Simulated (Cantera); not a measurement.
Charge: 1 mol Si, 2 mol HCl, 9 mol H2, equilibrated at 925 °C and 203 Torr.

Equilibrium computed with Cantera from the NASA thermochemical tables; the gas is ideal and each condensed phase is pure. Candidate condensed phases: Si; 19 gas species. The tables' values for SiCl3 are old estimates; treat these amounts as uncertain. Equilibrium is a limit: real reactors are often held back by kinetics, nucleation or transport.

Base state: H2 0.913, HCl 0.0441, SiCl4 0.0215, SiHCl3 0.0120, SiCl2 0.00501, SiCl3 0.00349, SiH2Cl2 0.000872, SiH3Cl 1.74e-5 (mole fractions); condensed: Si(s).

Question: What changes in the equilibrium state with this change: pressure from 203 Torr to 7350 Torr?

Answer: 
```tsv
species	before	after
H2	0.913	0.929
SiHCl3	0.0120	0.0271
SiCl4	0.0215	0.0191
HCl	0.0441	0.0176
SiH3Cl	1.74e-5	0.000256
SiCl2	0.00501	0.000785
SiH2Cl2	0.000872	0.00504
Si(s), mol	0.545	0.439
```
